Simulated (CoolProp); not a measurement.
Vapour-liquid equilibrium of benzene (1) + octamethylcyclotetrasiloxane (D4) (2) at 489 K; x and y are mole fractions of (1).

Values from CoolProp's multi-fluid Helmholtz-energy mixture model, Thol 2012 and Thol 2015; pair parameters Bell 2016.

```csv
x,bubble pressure (bar),y at the bubble point,dew pressure at overall composition x (bar),liquid density (mol/L)
0.05,2.992,0.172,2.652,2.477
0.2,4.641,0.515,3.082,2.822
0.35,6.590,0.702,3.671,3.253
0.5,8.766,0.813,4.530,3.811
0.65,11.21,0.890,5.904,4.567
0.8,14.04,0.947,8.434,5.646
0.95,17.29,0.989,14.24,7.308
```

No azeotrope shows between x = 0.05 and 0.95.

The pair parameters rest on a limited set of measurements; away from them the model extrapolates.
